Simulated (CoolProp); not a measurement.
Vapour-liquid equilibrium of n-hexane (1) + m-xylene (2) at 0.0109 MPa; x and y are mole fractions of (1).

Computed with CoolProp (multi-fluid Helmholtz-energy mixture model, Thol 2019 and Zhou 2012; pair parameters Bell 2016).

```json
[
 {"x": "0.05", "bubble temperature (°C)": "61.2", "y at the bubble point": "0.393", "dew temperature at overall composition x (°C)": "70.6", "liquid density (mol/L)": "7.779"},
 {"x": "0.2", "bubble temperature (°C)": "39.5", "y at the bubble point": "0.820", "dew temperature at overall composition x (°C)": "66.9", "liquid density (mol/L)": "7.893"},
 {"x": "0.35", "bubble temperature (°C)": "27.9", "y at the bubble point": "0.922", "dew temperature at overall composition x (°C)": "62.6", "liquid density (mol/L)": "7.920"},
 {"x": "0.5", "bubble temperature (°C)": "21.4", "y at the bubble point": "0.957", "dew temperature at overall composition x (°C)": "57.3", "liquid density (mol/L)": "7.900"},
 {"x": "0.65", "bubble temperature (°C)": "17.6", "y at the bubble point": "0.973", "dew temperature at overall composition x (°C)": "50.7", "liquid density (mol/L)": "7.856"},
 {"x": "0.8", "bubble temperature (°C)": "15.0", "y at the bubble point": "0.984", "dew temperature at overall composition x (°C)": "41.2", "liquid density (mol/L)": "7.803"},
 {"x": "0.95", "bubble temperature (°C)": "12.5", "y at the bubble point": "0.995", "dew temperature at overall composition x (°C)": "22.9", "liquid density (mol/L)": "7.752"}
]
```

No azeotrope shows between x = 0.05 and 0.95.

Pair parameters are fitted to limited data, so mixtures are less certain than the pure fluids.
